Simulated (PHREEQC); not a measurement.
Consider water at 25 °C with 0.27 mol NH4Cl, 3.1e-05 mol KOH and 6.5e-05 mol KCl per kg of water. Closed to the air; pH follows from the charge balance.

Computed with PHREEQC (ion-association model, phreeqc.dat).

This is a speciation only: nothing precipitates in the calculation.

Problem. Estimate the pH, specific conductance, density.

Solution. pH 5.56; specific conductance 31100 µS/cm; density 1.002 g/cm³.
